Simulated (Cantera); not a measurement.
A closed system holds: 1 mol Cu2O, 4.3 mol CH4, 0.58 mol H2, at 750 Torr.

These are equilibrium values from Cantera (NASA tables, ideal gas, pure condensed phases), not measurements of a reactor. Candidate condensed phases: C, C6H6, C7H8, C8H18, Cu, CuO, Cu(OH)2, Cu2O, H2O; 113 gas species. Kinetics and transport are ignored. All values below are at 1225 K.

Base state: H2 0.890, CO 0.0975, CH4 0.0104, H2O 0.00171, CO2 0.000127 (mole fractions); condensed: C(graphite) + Cu(s).

### Question
What changes in the equilibrium state with this change: pressure from 750 Torr to 7.50 Torr?

### Answer
```json
[
 {"species": "H2", "before": "0.890", "after": "0.902"},
 {"species": "CO", "before": "0.0975", "after": "0.0982"},
 {"species": "CH4", "before": "0.0104", "after": "0.000107"},
 {"species": "H2O", "before": "0.00171", "after": "1.74e-5"},
 {"species": "CO2", "before": "0.000127", "after": "1.29e-6"},
 {"species": "C(graphite), mol", "before": "3.21", "after": "3.30"},
 {"species": "Cu(s), mol", "before": "2.00", "after": "2.00"}
]
```
